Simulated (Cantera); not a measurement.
Feed: 1 mol SiC, 0.014 mol N₂O, 11 mol N₂, held at 0.590 Pa.

Method: chemical equilibrium by Gibbs-energy minimisation in Cantera with the NASA 1993 tables (ideal gas, pure condensed phases). Candidate condensed phases: C, Si, SiC, SiO₂, Si₂N₂O, Si₃N₄; 34 gas species. Mutual solubility and eutectic melting of coexisting phases are not modelled. Equilibrium is a limit: real reactors are often held back by kinetics, nucleation or transport.

x: gas mole fraction; n: condensed amount in mol.

| T (°C) | x N₂ | x Si | x CO | x SiO | n C(graphite) | n SiC(s) | n Si₂N₂O(s) |
|---|---|---|---|---|---|---|---|
| 800 | 1.000 | <1e-12 | 3.42e-5 | 5.39e-9 | 0.0269 | 0.973 | 0.0136 |
| 875 | 0.999 | … | 0.000847 | … | 0 | 0.991 | 0.00466 |
| 950 | 0.999 | 8.19e-9 | 0.000839 | 2.37e-5 | 0 | 0.991 | 0.00449 |
| 1025 | 0.999 | 6.01e-7 | 0.000696 | 0.000453 | 0 | 0.992 | 0.00133 |
| 1100 | 0.999 | 8.37e-6 | 0.000639 | 0.000631 | 0 | 0.993 | 0 |
| 1175 | 0.999 | 7.00e-5 | 0.000670 | 0.000599 | 0 | 0.993 | 0 |
| 1250 | 0.998 | 0.000383 | 0.000827 | 0.000442 | 0 | 0.991 | 0 |
| 1325 | 0.998 | … | … | … | 0 | 0.987 | 0 |
| 1400 | 0.997 | 0.00125 | 0.00126 | 8.22e-6 | 0 | 0.986 | 0 |
| 1475 | 0.994 | 0.00465 | 0.00126 | 5.99e-6 | 0.0375 | 0.947 | 0 |

**Question.** Complete the blanks.

**Answer.** 
- 875, x Si: 6.76e-11
- 875, x SiO: 7.80e-7
- 1325, x Si: 0.00101
- 1325, x CO: 0.00114
- 1325, x SiO: 0.000124
